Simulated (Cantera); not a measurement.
**Premixed flame**

A freely propagating, adiabatic, planar premixed flame of CH₄ : O₂ : N₂ = 1 : 2 : 9 (molar parts), unburnt at 675 K and 87000 Pa; mixture-averaged transport, grid criteria slope 0.08 and curve 0.16, no radiation.

Detailed kinetics in Cantera: GRI-Mech 3.0 (53 species, 325 reactions). Burning velocities carry a grid error of a few per cent, more on coarse grids.

| z (mm) | T (K) | u (m/s) | x CH₄ | x O₂ | x OH | x C₂H | x CH₂CO | x C₂H₂ |
|---|---|---|---|---|---|---|---|---|
| -1.26 | 675 | 1.34 | 0.0832 | 0.167 | <1e-8 | <1e-8 | <1e-8 | <1e-8 |
| -0.841 | 677 | 1.34 | 0.0830 | 0.166 | <1e-8 | <1e-8 | 1.01e-8 | 2.68e-8 |
| -0.631 | 683 | 1.36 | 0.0823 | 0.165 | 3.15e-8 | <1e-8 | 7.36e-8 | 1.61e-7 |
| -0.421 | 725 | 1.45 | 0.0790 | 0.162 | 1.16e-6 | <1e-8 | 9.93e-7 | 1.59e-6 |
| -0.210 | 1027 | 2.08 | 0.0585 | 0.137 | 4.05e-5 | <1e-8 | 2.46e-5 | 2.28e-5 |
| -0.105 | 1389 | 2.84 | 0.0328 | 0.102 | 0.000359 | <1e-8 | 8.85e-5 | 7.34e-5 |
| 0 | 1745 | 3.60 | 0.00799 | 0.0586 | 0.00229 | 2.05e-7 | 0.000100 | 0.000132 |
| 0.105 | 1892 | 3.90 | 0.000608 | 0.0331 | 0.00596 | 1.36e-7 | 1.65e-5 | 2.44e-5 |
| 0.210 | 1931 | 3.97 | 2.39e-5 | 0.0242 | 0.00781 | <1e-8 | 7.44e-7 | 8.09e-7 |
| 0.421 | 1974 | 4.04 | 4.62e-8 | 0.0196 | 0.00846 | <1e-8 | <1e-8 | <1e-8 |
| 0.841 | 2030 | 4.13 | <1e-8 | 0.0170 | 0.00832 | <1e-8 | <1e-8 | <1e-8 |
| 1.68 | 2097 | 4.25 | <1e-8 | 0.0146 | 0.00770 | <1e-8 | <1e-8 | <1e-8 |
| 3.37 | 2165 | 4.37 | <1e-8 | 0.0120 | 0.00670 | <1e-8 | <1e-8 | <1e-8 |
x: mole fraction of selected species; z is measured from the peak of heat release.

```
Item                         Value
------------------------  --------
laminar burning velocity  134 cm/s
thermal thickness         0.421 mm
peak x(OH)                 0.00848
peak x(C₂H)                2.83e-7
peak x(CH₂CO)             0.000118
peak x(C₂H₂)              0.000135
```
